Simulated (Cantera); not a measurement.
Sublimation and decomposition of ceramics: AlN + N2

Input: 1 mol AlN, 7.1 mol N2, at 1.65 Torr.

Method: chemical equilibrium by Gibbs-energy minimisation in Cantera with the NASA 1993 tables (ideal gas, pure condensed phases). Candidate condensed phases: Al, AlN; 5 gas species. Rates play no part.

At 1675 °C the condensed part is AlN(s). From 1725 °C to 1975 °C nothing is condensed. The main Al-bearing gas is Al throughout.

```csv
T (°C),x N2,x Al,x Al2,x N,x AlN,n AlN(s)
1675,0.925,0.0751,5.00e-6,8.56e-9,4.33e-10,0.399
1725,0.884,0.116,9.17e-6,1.76e-8,8.83e-10,0
1775,0.884,0.116,7.11e-6,3.56e-8,1.17e-9,0
1825,0.884,0.116,5.58e-6,6.97e-8,1.53e-9,0
1875,0.884,0.116,4.43e-6,1.32e-7,1.98e-9,0
1925,0.884,0.116,3.55e-6,2.44e-7,2.53e-9,0
1975,0.884,0.116,2.87e-6,4.38e-7,3.20e-9,0
```
x: gas mole fraction; n: condensed amount in mol.
